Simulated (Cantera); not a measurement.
A closed system holds: 1 mol HMDSO, 0.42 mol N₂O, held at 0.133 bar.

Cantera equilibrium calculation (NASA polynomials, part measured and part estimated; ideal gas, pure solids and liquids). Candidate condensed phases: C, C₆H₆, C₇H₈, C₈H₁₈, H₂O, Si, SiC, SiO₂, Si₂N₂O, Si₃N₄; 151 gas species. The feed counts by its element totals alone. Mutual solubility and eutectic melting of coexisting phases are not modelled. The tables hold silica as quartz up to 1696 K and as liquid above; real silica turns to tridymite and cristobalite and melts near 1996 K. Equilibrium is a limit: real reactors are often held back by kinetics, nucleation or transport.

Task: Which condensed phases are stable at each of these points (T (K)): 875, 925, 975, 1025, 1075, 1125, 1175, 1225, 1275, 1325, 1375, 1425, 1475, 1525?

Result: 
| T (K) | condensed phases | Si condensed (%) |
|---|---|---|
| 875 | C(graphite) + SiC(s) + SiO₂(β-quartz) + Si₂N₂O(s) | 100.0 |
| 925 | C(graphite) + SiC(s) + SiO₂(β-quartz) + Si₂N₂O(s) | 100.0 |
| 975 | C(graphite) + SiC(s) + SiO₂(β-quartz) + Si₂N₂O(s) | 100.0 |
| 1025 | C(graphite) + SiC(s) + SiO₂(β-quartz) + Si₂N₂O(s) | 100.0 |
| 1075 | C(graphite) + SiC(s) + SiO₂(β-quartz) + Si₂N₂O(s) | 100.0 |
| 1125 | C(graphite) + SiC(s) + SiO₂(β-quartz) + Si₂N₂O(s) | 100.0 |
| 1175 | C(graphite) + SiC(s) + SiO₂(β-quartz) + Si₂N₂O(s) | 100.0 |
| 1225 | C(graphite) + SiC(s) + SiO₂(β-quartz) + Si₂N₂O(s) | 100.0 |
| 1275 | C(graphite) + SiC(s) + SiO₂(β-quartz) + Si₂N₂O(s) | 100.0 |
| 1325 | C(graphite) + SiC(s) + SiO₂(β-quartz) + Si₂N₂O(s) | 100.0 |
| 1375 | C(graphite) + SiC(s) + SiO₂(β-quartz) + Si₂N₂O(s) | 100.0 |
| 1425 | C(graphite) + SiC(s) + SiO₂(β-quartz) + Si₂N₂O(s) | 100.0 |
| 1475 | C(graphite) + SiC(s) + Si₂N₂O(s) | 99.9 |
| 1525 | C(graphite) + SiC(s) + Si₂N₂O(s) | 99.9 |

From 875 K to 1425 K the condensed part is C(graphite) + SiC(s) + SiO₂(β-quartz) + Si₂N₂O(s). From 1475 K to 1525 K the condensed part is C(graphite) + SiC(s) + Si₂N₂O(s).
